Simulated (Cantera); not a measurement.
Input: 1 mol Cu2O, a varied amount of H2, 1.2 mol N2, at 1500 °C and 1330 Pa.

These are equilibrium values from Cantera (NASA tables, ideal gas, pure condensed phases), not measurements of a reactor. Candidate condensed phases: Cu, CuO, Cu(OH)2, Cu2O, H2O; 27 gas species. Rates play no part.

Which condensed phases are stable at each of these points (n(H2) (mol)): 1.2, 2.1, 3.8, 6.8, 12, 22, 40, 72, 130, 230, 420?


| n(H2) (mol) | condensed phases | Cu condensed (%) |
|---|---|---|
| 1.2 | Cu(l) | 96.3 |
| 2.1 | Cu(l) | 94.9 |
| 3.8 | Cu(l) | 92.3 |
| 6.8 | Cu(l) | 87.8 |
| 12 | Cu(l) | 79.8 |
| 22 | Cu(l) | 64.5 |
| 40 | Cu(l) | 36.9 |
| 72 | gas only | 0.0 |
| 130 | gas only | 0.0 |
| 230 | gas only | 0.0 |
| 420 | gas only | 0.0 |

From 1.2 mol H2 to 40 mol H2 the condensed part is Cu(l). From 72 mol H2 to 420 mol H2 nothing is condensed.
